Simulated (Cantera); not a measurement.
Feed: 1 mol MgO, 0.87 mol F2, 69 mol N2, equilibrated at 0.133 bar.

Cantera equilibrium calculation (NASA polynomials, part measured and part estimated; ideal gas, pure solids and liquids). Candidate condensed phases: Mg, MgF2, MgO; 24 gas species. Mutual solubility and eutectic melting of coexisting phases are not modelled. Rates play no part.

### Question
What share of the Mg ends up in condensed phases as a function of T (°C), at 802, 852, 902, 952, 1002, 1052, 1102, 1152, 1202, 1252, 1302, 1352, 1402?

### Answer
| T (°C) | Mg condensed (%) | as |
|---|---|---|
| 802 | 100.0 | MgF2(s) + MgO(s) |
| 852 | 100.0 | MgF2(s) + MgO(s) |
| 902 | 100.0 | MgF2(s) + MgO(s) |
| 952 | 100.0 | MgF2(s) + MgO(s) |
| 1002 | 100.0 | MgF2(s) + MgO(s) |
| 1052 | 99.9 | MgF2(s) + MgO(s) |
| 1102 | 99.8 | MgF2(s) + MgO(s) |
| 1152 | 99.4 | MgF2(s) + MgO(s) |
| 1202 | 98.3 | MgF2(s) + MgO(s) |
| 1252 | 95.3 | MgF2(s) + MgO(s) |
| 1302 | 89.5 | MgF2(l) + MgO(s) |
| 1352 | 78.2 | MgF2(l) + MgO(s) |
| 1402 | 56.9 | MgF2(l) + MgO(s) |
